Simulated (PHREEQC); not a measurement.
Model water analysis in mg/L, 20 °C, pH 6.7, pe 10.9:

```csv
constituent,mg/L
Na,3.12
K,1.24
Ca,1.18
Mg,1.31
Cl,4.6
S(6) as SO4,3.19
Alkalinity as HCO3,8.32
Sr,0.0318
Cu(2),0.00234
```

Valence states are taken as typed.

All values are PHREEQC results (ion-association model, wateq4f.dat), not measurements.

Each row changes one thing in this solution. No solid was allowed to form.

```
case                                             HCO3- (mol/kgw)  CO2 (mol/kgw)  MgSO4 (mol/kgw)  CaSO4 (mol/kgw)  MgHCO3+ (mol/kgw)  CaHCO3+ (mol/kgw)  SI of Tenorite (CuO)  SI of Cu(OH)2 (Cu(OH)2)
-----------------------------------------------  ---------------  -------------  ---------------  ---------------  -----------------  -----------------  --------------------  -----------------------
as made                                                 0.000136        6.40e-5          2.98e-7          1.51e-7            7.61e-8            4.25e-8                 -2.12                    -3.14
pH from 6.7 to 7.7 at the same alkalinity               0.000135        6.34e-6          2.98e-7          1.51e-7            7.55e-8            4.21e-8                 -1.59                    -2.61
pH from 6.7 to 7 at the same alkalinity                 0.000136            [?]          2.98e-7          1.51e-7            7.60e-8            4.24e-8                 -1.81                    -2.83
all concentrations times 2 at the same typed pH         0.000271            [?]              [?]          5.49e-7            2.91e-7                [?]                 -1.88                    -2.90
Mg from 1.31 to 0.655 mg/L                              0.000136        6.41e-5          1.51e-7          1.53e-7            3.83e-8                [?]                 -2.12                    -3.14
```

**Question.** Fill in the missing entries.

**Answer.** 
- pH from 6.7 to 7 at the same alkalinity, CO2 (mol/kgw): 3.20e-5
- all concentrations times 2 at the same typed pH, CO2 (mol/kgw): 0.000126
- all concentrations times 2 at the same typed pH, MgSO4 (mol/kgw): 1.09e-6
- all concentrations times 2 at the same typed pH, CaHCO3+ (mol/kgw): 1.62e-7
- Mg from 1.31 to 0.655 mg/L, CaHCO3+ (mol/kgw): 4.27e-8

The database's constant for dissolved Cu(OH)2 is higher than later reviews accept.
